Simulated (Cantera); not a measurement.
Input: 1 mol FeS, 2.4 mol H₂S, 0.11 mol CO₂, at 9.80 bar.

Method: chemical equilibrium by Gibbs-energy minimisation in Cantera with the NASA 1993 tables (ideal gas, pure condensed phases). Candidate condensed phases: C, C₆H₆, C₇H₈, C₈H₁₈, Fe, Fe(CO)₅, FeO, Fe(OH)₂, Fe(OH)₃, FeS, FeSO₄, FeS₂, Fe₂O₃, Fe₂(SO₄)₃, Fe₃O₄, H₂O, H₂SO₄, S; 127 gas species. FeS: taken at fixed stoichiometry. Rates play no part.

Problem. At 1700 K, list the 6 most abundant gas species with their mole fractions, and the condensed phases.

Solution. H₂S 0.502, H₂ 0.269, S₂ 0.149, H₂O 0.0365, CO 0.0329, SH 0.00653. Condensed: FeS(l).
